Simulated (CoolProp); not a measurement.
A single-stage vapour-compression cycle with R123: evaporating at 271.15 K (dew point), condensing at 297.15 K (bubble point), superheat 10 K, subcooling 2 K, compressor efficiency 0.8, no pressure losses. Each further row changes one setting.

Values from CoolProp's reference Helmholtz-energy equation of state, Younglove 1994. It is a modified Benedict-Webb-Rubin equation, recast in Helmholtz form.

| case | cooling COP | pressure ratio | discharge temperature (K) | refrigerating effect (kJ/kg) | volumetric capacity (kJ/m³) |
|---|---|---|---|---|---|
| as stated | 7.77 | 2.96 | 314.3 | 165 | 326 |
| evaporating temperature 276.15 K | ? | ? | 312.5 | 168 | 411 |
| condensing temperature 292.15 K | ? | 2.44 | 308.4 | 170 | 336 |
| subcooling 7 K | 8.01 | 2.96 | 314.3 | 170 | 336 |
| superheat 20 K | 7.80 | 2.96 | ? | ? | 327 |
| compressor efficiency 0.7 | 6.80 | 2.96 | 318.6 | 165 | 326 |

Fill in the missing entries.


- evaporating temperature 276.15 K, cooling COP: 9.96
- evaporating temperature 276.15 K, pressure ratio: 2.36
- condensing temperature 292.15 K, cooling COP: 9.79
- superheat 20 K, discharge temperature (K): 324.7
- superheat 20 K, refrigerating effect (kJ/kg): 171
